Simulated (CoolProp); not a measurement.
Vapour-liquid equilibrium of cyclohexane (1) + m-xylene (2) at 429.5 K; x and y are mole fractions of (1).

Computed with CoolProp (multi-fluid Helmholtz-energy mixture model, Zhou 2014 and Zhou 2012; pair parameters Bell 2016).

```csv
x,"bubble pressure, mixture model (kPa)","bubble pressure, Raoult's law (kPa)","y, mixture model","y, Raoult's law"
0.05,186.1,181.1,0.185,0.173
0.125,227.4,216.3,0.375,0.362
0.2,267.2,251.5,0.504,0.498
0.275,305.3,286.7,0.599,0.601
0.35,341.9,321.9,0.671,0.682
0.425,377.0,357.0,0.729,0.746
0.5,410.9,392.2,0.777,0.799
0.575,443.8,427.4,0.819,0.843
0.65,476.1,462.6,0.855,0.881
0.725,508.0,497.8,0.889,0.913
0.8,539.8,533.0,0.920,0.941
0.875,571.9,568.1,0.951,0.965
0.95,604.5,603.3,0.980,0.987
```

The largest gap from Raoult's law is +6.5 % in bubble pressure, at x = 0.275. No azeotrope shows between x = 0.05 and 0.95.

Pair parameters are fitted to limited data, so mixtures are less certain than the pure fluids.
